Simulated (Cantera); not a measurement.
A closed system holds: 1 mol Al(CH3)3, 0.64 mol O2, 16 mol H2, 4.4 mol NH3, equilibrated at 0.225 Torr.

Method: chemical equilibrium by Gibbs-energy minimisation in Cantera with the NASA 1993 tables (ideal gas, pure condensed phases). Candidate condensed phases: Al, AlN, Al2O3, C, C6H6, C7H8, C8H18, H2O; 148 gas species. The feed counts by its element totals alone. Kinetics and transport are ignored.

### Question
Which condensed phases are stable at each of these points (T (°C)): 1002, 1077, 1152, 1227, 1302, 1377, 1452, 1527, 1602?

### Answer
```csv
T (°C),condensed phases,Al condensed (%)
1002,AlN(s) + C(graphite),100.0
1077,AlN(s) + C(graphite),100.0
1152,AlN(s) + C(graphite),100.0
1227,AlN(s) + C(graphite),99.8
1302,AlN(s) + C(graphite),98.3
1377,AlN(s) + C(graphite),84.3
1452,C(graphite),0.0
1527,C(graphite),0.0
1602,C(graphite),0.0
```

From 1002 °C to 1377 °C the condensed part is AlN(s) + C(graphite). From 1452 °C to 1602 °C the condensed part is C(graphite).
